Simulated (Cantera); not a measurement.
## Stirred combustor or abatement burner

A perfectly stirred reactor is fed with 10.4 % CH4, 18.8 % O2, 70.8 % N2, equivalence ratio 1.1, at 1280 Torr; it is adiabatic with a 723 K inlet, and is followed from long to short residence time, starting on the burning branch (τ in s: 0.46, 0.13, 0.036, 0.01, 0.0028, 0.00078, 0.00022, 6e-05, 1.7e-05, 4.7e-06).

Model: GRI-Mech 3.0 (53 species, 325 reactions), integrated in Cantera.

```json
[
 {"τ (s)": "0.46", "T (K)": "2452", "x CH4": "3.05e-7", "x O2": "0.00243", "x CH2O": "4.83e-8", "x H": "0.00187", "x NO2": "2.69e-7", "x C2H2": "1.78e-11", "x HCN": "8.83e-8"},
 {"τ (s)": "0.13", "T (K)": "2451", "x CH4": "1.05e-6", "x O2": "0.00253", "x CH2O": "1.66e-7", "x H": "0.00191", "x NO2": "2.56e-7", "x C2H2": "1.35e-10", "x HCN": "2.84e-7"},
 {"τ (s)": "0.036", "T (K)": "2445", "x CH4": "3.48e-6", "x O2": "0.00287", "x CH2O": "5.57e-7", "x H": "0.00207", "x NO2": "2.26e-7", "x C2H2": "1.15e-9", "x HCN": "7.95e-7"},
 {"τ (s)": "0.010", "T (K)": "2428", "x CH4": "1.03e-5", "x O2": "0.00374", "x CH2O": "1.67e-6", "x H": "0.00251", "x NO2": "1.75e-7", "x C2H2": "7.62e-9", "x HCN": "1.68e-6"},
 {"τ (s)": "0.0028", "T (K)": "2389", "x CH4": "2.72e-5", "x O2": "0.00554", "x CH2O": "4.38e-6", "x H": "0.00353", "x NO2": "1.20e-7", "x C2H2": "3.35e-8", "x HCN": "2.67e-6"},
 {"τ (s)": "0.00078", "T (K)": "2321", "x CH4": "6.97e-5", "x O2": "0.00852", "x CH2O": "1.06e-5", "x H": "0.00555", "x NO2": "7.02e-8", "x C2H2": "1.18e-7", "x HCN": "3.52e-6"},
 {"τ (s)": "0.00022", "T (K)": "2229", "x CH4": "0.000192", "x O2": "0.0126", "x CH2O": "2.64e-5", "x H": "0.00852", "x NO2": "3.70e-8", "x C2H2": "4.63e-7", "x HCN": "4.60e-6"},
 {"τ (s)": "6.0e-5", "T (K)": "2122", "x CH4": "0.000672", "x O2": "0.0191", "x CH2O": "8.16e-5", "x H": "0.0110", "x NO2": "1.87e-8", "x C2H2": "3.18e-6", "x HCN": "7.68e-6"},
 {"τ (s)": "1.7e-5", "T (K)": "723", "x CH4": "0.104", "x O2": "0.188", "x CH2O": "<1e-12", "x H": "<1e-12", "x NO2": "<1e-12", "x C2H2": "<1e-12", "x HCN": "<1e-12"},
 {"τ (s)": "4.7e-6", "T (K)": "723", "x CH4": "0.104", "x O2": "0.188", "x CH2O": "<1e-12", "x H": "<1e-12", "x NO2": "<1e-12", "x C2H2": "<1e-12", "x HCN": "<1e-12"}
]
```
x: mole fraction; the columns are a selection and need not sum to one.
